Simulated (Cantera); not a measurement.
SiH₂Cl₂ + NH₃ + H₂ (silicon nitride deposition)

Input: 1 mol SiH₂Cl₂, 0.72 mol NH₃, a varied amount of H₂, equilibrated at 100 Torr.

Cantera equilibrium calculation (NASA polynomials, part measured and part estimated; ideal gas, pure solids and liquids). Candidate condensed phases: NH₄Cl, Si, Si₃N₄; 28 gas species. Mutual solubility and eutectic melting of coexisting phases are not modelled. The tables' values for SiCl₃ are old estimates. Kinetics and transport are ignored.

Stable condensed phases:

```
T in K \ n(H₂) in mol
         8.7  11  14  19  24  31  40  51
   1350    A   A   A   A   A   A   A   A
   1300    A   A   A   A   A   A   A   A
   1250    A   A   A   A   A   A   A   A
   1200    A   A   A   A   A   A   A   A
   1150    A   A   A   A   A   A   A   A
   1100    B   A   A   A   A   A   A   A
   1050    B   B   B   A   A   A   A   A
   1000    B   B   B   B   B   B   A   A
    950    B   B   B   B   B   B   B   B
    900    B   B   B   B   B   B   B   B
    850    B   B   B   B   B   B   B   B
    800    B   B   B   B   B   B   B   B
    750    B   B   B   B   B   B   B   B
    700    B   B   B   B   B   B   B   B
```

A: Si + Si₃N₄; B: Si₃N₄.
